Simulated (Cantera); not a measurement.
## Iron carbonyl, mercury and lead vapours: Pb + CO + N₂

Input: 1 mol Pb, 5.9 mol CO, a varied amount of N₂, at 0.00530 bar.

Cantera equilibrium calculation (NASA polynomials, part measured and part estimated; ideal gas, pure solids and liquids). Candidate condensed phases: C, Pb, PbO, PbO₂, Pb₃O₄; 27 gas species. The numbers say what is thermodynamically allowed, not how fast it happens.

**Question.** Map the stable condensed phases over T = 875, 925, 975, 1025, 1075, 1125, 1175, 1225, 1275, 1325 °C and n(N₂) in mol = 0.16, 0.31, 0.58, 1.1, 2, 3.8, 7.1.

**Answer.** 
```
T in °C \ n(N₂) in mol
         0.16 0.31 0.58  1.1    2  3.8  7.1
   1325     A    A    A    A    A    A    A
   1275     A    A    A    A    A    A    A
   1225     A    A    A    A    A    A    A
   1175     A    A    A    A    A    A    A
   1125     A    A    A    A    A    A    A
   1075     A    A    A    A    A    A    A
   1025     A    A    A    A    A    A    A
    975     A    A    A    A    A    A    A
    925     B    B    B    B    A    A    A
    875     C    C    C    C    C    C    B
```
A: gas only; B: Pb; C: C + Pb.
